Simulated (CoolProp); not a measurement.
Vapour-liquid equilibrium of propane (1) + R134a (2) at 1 MPa; x and y are mole fractions of (1).

Computed with CoolProp (multi-fluid Helmholtz-energy mixture model, Lemmon 2009 and Tillner-Roth 1994; pair parameters Bell 2016).

Give the bubble temperature and the first vapour's composition at x = 0.35, 0.45, 0.95. Is there an azeotrope?

x = 0.35: 20.2 °C, y = 0.518; x = 0.45: 19.1 °C, y = 0.561; x = 0.95: 23.8 °C, y = 0.895. y crosses x between x = 0.55 and 0.65: the model has an azeotrope there.

The pair parameters rest on a limited set of measurements; away from them the model extrapolates. With so large a gap from Raoult's law the liquid may split in two, which this calculation doesn't test in full.
